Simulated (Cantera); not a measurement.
Cantera run, input and output.

```python
import numpy as np
import cantera as ct

gas = ct.Solution("h2o2.yaml")
gas.TPX = 1400, 1900, {'H2': 0.024, 'O2': 1}
reactor = ct.IdealGasConstPressureReactor(gas, energy="off", clone=False)
net = ct.ReactorNet([reactor])
net.rtol, net.atol = 1e-08, 1e-18
show = ['H2', 'O2', 'OH', 'HO2', 'H2O2']
times = np.geomspace(0.0003, 4, 12)

steps = ct.SolutionArray(gas, extra=["t"])
rows = []
print(f"{'t/s':>10s}{'T/K':>9s}{'P/Pa':>11s}" + "".join(f"{s:>11s}" for s in show))
for t in times:
    while net.time < t:
        t_next = net.step()
        steps.append(gas.state, t=t_next)
    rows.append([np.interp(t, steps.t, y) for y in (steps.T, steps.P, *steps(*show).X.T)])
    print(f"{t:10.3e}{rows[-1][0]:9.1f}{rows[-1][1]:11.4g}" + "".join(f"{x:11.3e}" for x in rows[-1][2:]))
rate = np.gradient(steps.T, steps.t)
print("integrator steps:", len(steps.t))
if steps.T.max() > steps.T[0] + 200:
    print(f"time of steepest temperature rise: {steps.t[rate.argmax()]:.4e} s")
gas.TPX = 1400, 1900, {'H2': 0.024, 'O2': 1}
gas.equilibrate("TP")
print(f"equilibrium (TP): T = {gas.T:.1f} K  " + "  ".join(f"{s} {gas[s].X[0]:.3e}" for s in show))
```

Result:

```
       t/s      T/K       P/Pa         H2         O2         OH        HO2       H2O2
 3.000e-04   1400.0       1900  2.344e-02  9.766e-01  8.691e-07  2.292e-07  3.754e-10
 7.114e-04   1400.0       1900  2.335e-02  9.765e-01  4.427e-05  5.876e-07  1.832e-09
 1.687e-03   1400.0       1900  1.918e-03  9.572e-01  4.717e-03  1.727e-06  6.794e-08
 4.000e-03   1400.0       1900  2.005e-04  9.555e-01  2.947e-03  1.321e-06  3.410e-08
 9.486e-03   1400.0       1900  1.893e-04  9.567e-01  2.865e-03  1.288e-06  3.361e-08
 2.250e-02   1400.0       1900  1.660e-04  9.592e-01  2.687e-03  1.215e-06  3.247e-08
 5.334e-02   1400.0       1900  1.246e-04  9.636e-01  2.333e-03  1.061e-06  2.981e-08
 1.265e-01   1400.0       1900  7.049e-05  9.691e-01  1.760e-03  7.923e-07  2.435e-08
 3.000e-01   1400.0       1900  2.736e-05  9.733e-01  1.099e-03  4.566e-07  1.618e-08
 7.113e-01   1400.0       1900  7.709e-06  9.753e-01  5.845e-04  1.961e-07  8.328e-09
 1.687e+00   1400.0       1900  1.892e-06  9.760e-01  2.900e-04  7.375e-08  3.463e-09
 4.000e+00   1400.0       1900  4.838e-07  9.762e-01  1.468e-04  3.967e-08  1.302e-09
integrator steps: 1338
equilibrium (TP): T = 1400.0 K  H2 7.910e-08  O2 9.762e-01  OH 5.944e-05  HO2 5.170e-08  H2O2 3.607e-10
```

Model: the H2/O2 subset of GRI-Mech 3.0, which has no nitrogen chemistry, integrated in Cantera. Radical loss at walls, strong at low pressure, is not modelled.
